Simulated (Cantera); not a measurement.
Charge: 1 mol CH3SiH3, 1.1 mol C2H4, 31 mol H2, equilibrated at 1.30 mbar.

These are equilibrium values from Cantera (NASA tables, ideal gas, pure condensed phases), not measurements of a reactor. Candidate condensed phases: C, C6H6, C7H8, C8H18, Si, SiC; 87 gas species. The feed counts by its element totals alone. Gases not in the tables: Si2H6 and higher silanes. The numbers say what is thermodynamically allowed, not how fast it happens.

What share of the Si ends up in condensed phases as a function of T (K), at 1923, 1973, 2023, 2073, 2123, 2173, 2223, 2273, 2323, 2373, 2423, 2473, 2523?


| T (K) | Si condensed (%) | as |
|---|---|---|
| 1923 | 97.8 | SiC(s) |
| 1973 | 95.0 | SiC(s) |
| 2023 | 89.0 | SiC(s) |
| 2073 | 76.2 | SiC(s) |
| 2123 | 50.0 | SiC(s) |
| 2173 | 0.0 | - |
| 2223 | 0.0 | - |
| 2273 | 0.0 | - |
| 2323 | 0.0 | - |
| 2373 | 0.0 | - |
| 2423 | 0.0 | - |
| 2473 | 0.0 | - |
| 2523 | 0.0 | - |
